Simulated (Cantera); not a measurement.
A closed system holds: 1 mol CH3F, 0.55 mol HCl, 0.073 mol F2, at 1873.15 K and 5.60 mbar.

Equilibrium computed with Cantera from the NASA thermochemical tables; the gas is ideal and each condensed phase is pure. Candidate condensed phases: C, C6H6, C7H8, C8H18; 118 gas species. Equilibrium is a limit: real reactors are often held back by kinetics, nucleation or transport.

Base state: HF 0.435, H2 0.351, HCl 0.207, H 0.00511, Cl 0.00228, C2H2 (acetylene) 0.000110 (mole fractions); condensed: C(graphite).

Task: What changes in the equilibrium state with this change: HCl from 0.55 to 0.033 mol?

Result: 
| species | before | after |
|---|---|---|
| HF | 0.435 | 0.543 |
| H2 | 0.351 | 0.436 |
| HCl | 0.207 | 0.0155 |
| Cl | 0.00228 | 0.000153 |
| C2H2 (acetylene) | 0.000110 | 0.000136 |
| H | 0.00511 | 0.00570 |
| C(graphite), mol | 0.999 | 0.999 |

Task: What changes in the equilibrium state with this change: HCl from 0.55 to 0.27 mol?

Result: 
```tsv
species	before	after
HF	0.435	0.488
H2	0.351	0.392
HCl	0.207	0.114
Cl	0.00228	0.00119
C2H2 (acetylene)	0.000110	0.000123
H	0.00511	0.00541
C(graphite), mol	0.999	0.999
```
